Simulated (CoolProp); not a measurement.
Aqueous propylene glycol as a coolant, at 15 °C, 1 atm.

Model: Melinder's fits for secondary coolants, in CoolProp.

| mass % | freezing point (°C) | cp (kJ/(kg K)) | viscosity (mPa s) | density (kg/m³) | Prandtl number |
|---|---|---|---|---|---|
| 4.4 | -1.0 | 4.133 | 1.35 | ? | 9.89 |
| 10.9 | -3.2 | 4.062 | 1.71 | ? | 13.0 |
| 17.3 | -5.9 | 3.995 | 2.16 | 1014 | 17.3 |
| 23.7 | -9.1 | 3.924 | ? | ? | 23.2 |
| 30.1 | -12.9 | 3.842 | 3.61 | 1026 | ? |
| 36.6 | -17.6 | 3.746 | 4.74 | 1032 | 43.2 |
| 43 | -23.6 | ? | 6.17 | ? | 58.4 |

Fill in the missing entries.


- 4.4, density (kg/m³): 1003
- 10.9, density (kg/m³): 1008
- 23.7, viscosity (mPa s): 2.78
- 23.7, density (kg/m³): 1020
- 30.1, Prandtl number: 31.6
- 43, cp (kJ/(kg K)): 3.639
- 43, density (kg/m³): 1037
